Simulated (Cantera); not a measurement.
Feed: 1 mol Si3H8, 0.17 mol Cl2, 5.8 mol N2, at 1698 K and 75.0 Torr.

These are equilibrium values from Cantera (NASA tables, ideal gas, pure condensed phases), not measurements of a reactor. Candidate condensed phases: NH4Cl, Si, Si3N4; 28 gas species. The feed counts by its element totals alone. The tables' values for SiCl3 are old estimates; treat these amounts as uncertain. Equilibrium is a limit: real reactors are often held back by kinetics, nucleation or transport.

Base state: H2 0.481, N2 0.477, HCl 0.0401, SiCl2 0.00120, H 0.000317, Cl 2.06e-5, SiCl3 1.79e-5 (mole fractions); condensed: Si3N4(s).

Problem. What changes in the equilibrium state with this change: temperature from 1698 K to 998 K?

Solution. 
```csv
species,before,after
H2,0.481,0.481
N2,0.477,0.477
HCl,0.0401,0.0426
SiCl2,0.00120,2.95e-9
SiCl3,1.79e-5,1.99e-8
H,0.000317,4.72e-9
Cl,2.06e-5,<1e-9
NH3,8.43e-7,1.36e-5
"Si3N4(s), mol",0.997,1.000
```
N2 is the only nitrogen source here; it is nearly inert below about 1500 K, so the nitride shown seldom forms there in practice.
